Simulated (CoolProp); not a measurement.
Carbon dioxide at 298.15 K and 2.15 MPa flows at 1.2 m/s in a round tube of 6 mm bore and 0.25 µm roughness, fully developed (64/Re and Nu = 3.66 if laminar; Colebrook and Gnielinski if turbulent). Each further row changes one setting.

Model: reference Helmholtz-energy equation of state, Span 1996, in CoolProp.

```json
[
 {"case": "as stated", "Reynolds number": "20400", "Darcy friction factor": "0.0258", "pressure drop (Pa/m)": "134", "heat-transfer coefficient (W/(m² K))": "177", "mass flow (kg/h)": "___"},
 {"case": "velocity 2.4 m/s", "Reynolds number": "40800", "Darcy friction factor": "0.0220", "pressure drop (Pa/m)": "456", "heat-transfer coefficient (W/(m² K))": "___", "mass flow (kg/h)": "___"},
 {"case": "diameter 12 mm", "Reynolds number": "40800", "Darcy friction factor": "___", "pressure drop (Pa/m)": "56.8", "heat-transfer coefficient (W/(m² K))": "153", "mass flow (kg/h)": "21.1"}
]
```

Question: Some entries are withheld; supply them.

Answer: 
- as stated, mass flow (kg/h): 5.27
- velocity 2.4 m/s, heat-transfer coefficient (W/(m² K)): 308
- velocity 2.4 m/s, mass flow (kg/h): 10.5
- diameter 12 mm, Darcy friction factor: 0.0219

Viscosity comes from a separate model (Laesecke 2017). Thermal conductivity comes from a separate model (Huber 2016).
